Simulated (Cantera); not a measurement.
Gas mixture: 28.4 % N2, 13.6 % H2O, 58.0 % NO, at 0.0263 atm, frozen composition.

Cantera's kinetic-theory transport with the Lennard-Jones parameters of GRI-Mech 3.0, ideal gas; thermal conductivity in the mixture-averaged form. Polar gases are described roughly by these parameters. The composition is frozen, though it would react at the higher temperatures.

One state of this run: ρ (kg/m³) = 0.0149; cp (J/kg/K) = 1136; μ (µPa s) = 29.2; λ (mW/m/K) = 47.0; Pr = 0.707; D (cm²/s) H2 = 97.1; D (cm²/s) O = 41.3; D (cm²/s) CH3 = 29.0. D: mixture-averaged diffusion coefficient of that species in the mixture.

Problem. Which value of T (K) does it belong to?
A. 1600
B. 1200
C. 1400
D. 600

Solution. D, 600
